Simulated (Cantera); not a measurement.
A perfectly stirred reactor is fed with CH4 : C2H6 : O2 : N2 = 1 : 0.036 : 1.93 : 7.27 (molar parts), equivalence ratio 1.1, at 1000000 Pa; it is adiabatic with a 575 K inlet, and is followed from long to short residence time, starting on the burning branch (τ in s: 0.27, 0.088, 0.028, 0.0089, 0.0028, 0.00091, 0.00029, 9.2e-05, 2.9e-05).

Model: GRI-Mech 3.0 (53 species, 325 reactions), integrated in Cantera.

### Question
Predict: blow-out, bracketed by the residence times tried; x(CH4) at τ = 0.270 s; x(O2) at τ = 0.270 s; x(O) at τ = 0.270 s; x(NO2) at τ = 0.270 s; x(CH4) at τ = 2.80 ms; x(C2H6) at τ = 2.80 ms; x(O2) at τ = 2.80 ms; x(O) at τ = 2.80 ms; x(NO2) at τ = 2.80 ms.

### Answer
| Quantity | Value |
|---|---|
| blow-out, bracketed by the residence times tried | burning at 29.0 µs, the shortest tried |
| x(CH4) at τ = 0.270 s | 5.08e-7 |
| x(O2) at τ = 0.270 s | 0.000373 |
| x(O) at τ = 0.270 s | 5.56e-5 |
| x(NO2) at τ = 0.270 s | 9.73e-8 |
| x(CH4) at τ = 2.80 ms | 2.51e-5 |
| x(C2H6) at τ = 2.80 ms | 5.97e-8 |
| x(O2) at τ = 2.80 ms | 0.00114 |
| x(O) at τ = 2.80 ms | 0.000124 |
| x(NO2) at τ = 2.80 ms | 1.21e-7 |
